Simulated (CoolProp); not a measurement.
Vapour-liquid equilibrium of benzene (1) + ethylbenzene (2) at 15.3 bar; x and y are mole fractions of (1).

The numbers come from the multi-fluid Helmholtz-energy mixture model, Thol 2012 and Zhou 2012; pair parameters Bell 2016 in CoolProp.

Task: Give the bubble temperature and the first vapour's composition at x = 0.35, 0.55, 0.95. Is there an azeotrope?

Result: x = 0.35: 521.6 K, y = 0.522; x = 0.55: 506.3 K, y = 0.730; x = 0.95: 479.9 K, y = 0.981. No azeotrope shows between x = 0.05 and 0.95.

The pair parameters rest on a limited set of measurements; away from them the model extrapolates.
